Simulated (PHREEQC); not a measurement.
Make-up at 25 °C: 3.4 mmol/kgw KOH and 2.9 mmol/kgw Na2SiO3. Closed to the air; pH follows from the charge balance.

All values are PHREEQC results (ion-association model, phreeqc.dat), not measurements.

This is a speciation only: nothing precipitates in the calculation.

Problem. Order these Si species by the share of Si that they hold, largest first: H4SiO4, H2SiO4-2, H3SiO4-.

Solution. H3SiO4- (94 %), H2SiO4-2 (4.7 %), H4SiO4 (1.0 %)

The pH is 11.74 and the ionic strength 0.00934 mol/kgw.
